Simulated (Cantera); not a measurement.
**Si + HCl + H2 + F2 (silicon etching in halogen gases)**

A closed system holds: 1 mol Si, 8.2 mol HCl, 12 mol H2, a varied amount of F2, held at 1200 K and 310 Pa.

These are equilibrium values from Cantera (NASA tables, ideal gas, pure condensed phases), not measurements of a reactor. Candidate condensed phases: Si; 37 gas species. The tables' values for SiCl3, SiF3, SiF2 are old estimates; treat these amounts as uncertain. Equilibrium is a limit: real reactors are often held back by kinetics, nucleation or transport.

```
n(F2) (mol)  log p H2  log p HCl  log p HF  log p SiF4  log p SiCl4  log p SiCl2  log p SiCl3  log p SiHCl3
-----------  --------  ---------  --------  ----------  -----------  -----------  -----------  ------------
0.87            -2.70      -3.02     -5.50       -4.20        -4.25        -4.77        -4.98         -5.50
1               -2.71      -3.01     -5.46       -4.14        -4.30        -4.85        -5.04         -5.57
1.2             -2.72      -2.99     -5.40       -4.06        -4.39        -4.98        -5.15         -5.68
1.3             -2.72      -2.98     -5.37       -4.03        -4.44        -5.06        -5.22         -5.75
1.6             -2.74      -2.95     -5.26       -3.94        -4.67        -5.35        -5.48         -6.02
1.8             -2.75      -2.94     -5.17       -3.89        -4.94        -5.66        -5.78         -6.32
2.1             -2.76      -2.92     -4.52       -3.84        -7.41        -8.17        -8.26         -8.81
2.4             -2.78      -2.93     -3.94       -3.84        -9.77       -10.54       -10.63        -11.18
2.8             -2.80      -2.94     -3.65       -3.85       -10.98       -11.76       -11.84        -12.41
3.2             -2.83      -2.95     -3.48       -3.86       -11.69       -12.48       -12.55        -13.14
3.7             -2.86      -2.95     -3.34       -3.87       -12.30       -13.10       -13.17        -13.77
```
log p: log10 of the partial pressure in bar; nothing condenses.

From 0.87 mol F2 to 3.7 mol F2 nothing is condensed. The main Si-bearing gas is SiF4 throughout.
